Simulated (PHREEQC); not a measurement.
# Brine: an equilibrium model

Consider water at 25 °C with 0.3 mol/kgw KCl, 0.0032 mol/kgw NaHCO3 and 1.5e-06 mol/kgw H4SiO4. Closed to the air; pH follows from the charge balance.

All values are PHREEQC results (ion-association model, phreeqc.dat), not measurements.

This is a speciation only: nothing precipitates in the calculation.

Question: Predict the pH.

Answer: pH 8.03.

Question: In which forms is Si present?

Answer: H4SiO4 98 %, H3SiO4- 2.4 % of the Si.

Species that the database lacks are ignored.
